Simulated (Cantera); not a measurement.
What does this Cantera script print?

```python
import numpy as np
import cantera as ct

gas_names = """
    N NO NO2 NO3 N2 N2O O O2 O3 Pb PbO Pb2
""".split()
cond_names = """
    Pb(cr) Pb(L) PbO(rd) PbO(yw) PbO(L) PbO2(s) Pb3O4(s)
""".split()


# ... load() reads the species with a 1 bar reference pressure and builds the phases ...
atoms = {
    'Pb': {'Pb': 1},
    'O2': {'O': 2},
    'N2': {'N': 2},
}
top_T = {'Pb3O4(s)': 820}  # K; cautious upper limits of use, not melting points


# ... equilibrate(T, P, feed) seeds the gas with the atoms and calls Mixture.equilibrate('TP', solver="vcs", rtol=1e-11, max_steps=5000) ...
results = []
feed = {'Pb': 1, 'O2': 0.001, 'N2': 160}  # mol
T = 1400  # K
P = 1333.22  # Pa
mix = equilibrate(T, P, feed)
results.append((T, P, feed, dict(zip(mix.species_names, mix.species_moles))))
print(gas.report(threshold=0.001))
for i in range(1, mix.n_phases):
    print(f"{mix.phase(i).name:16s} {mix.phase_moles(i):12.5e} mol")
```

Output:

```
       temperature   1400 K
          pressure   1333.2 Pa
           density   0.0033361 kg/m^3
  mean mol. weight   29.127 kg/kmol
   phase of matter   gas

                          1 kg             1 kmol
                     ---------------   ---------------
          enthalpy        1.2375e+06        3.6045e+07  J
   internal energy        8.3789e+05        2.4405e+07  J
           entropy              9458        2.7548e+05  J/K
    Gibbs function       -1.2004e+07       -3.4963e+08  J
 heat capacity c_p            1179.2             34346  J/K
 heat capacity c_v            893.71             26031  J/K

                      mass frac. Y      mole frac. X     chem. pot. / RT
                     ---------------   ---------------   ---------------
                N2           0.95581           0.99379           -30.126
                Pb          0.044096         0.0061988           -15.624
     [  +10 minor]        9.4854e-05        1.2433e-05

Pb(L)             0.00000e+00 mol
PbO(L)            0.00000e+00 mol
```

These are equilibrium values from Cantera (NASA tables, ideal gas, pure condensed phases), not measurements of a reactor.
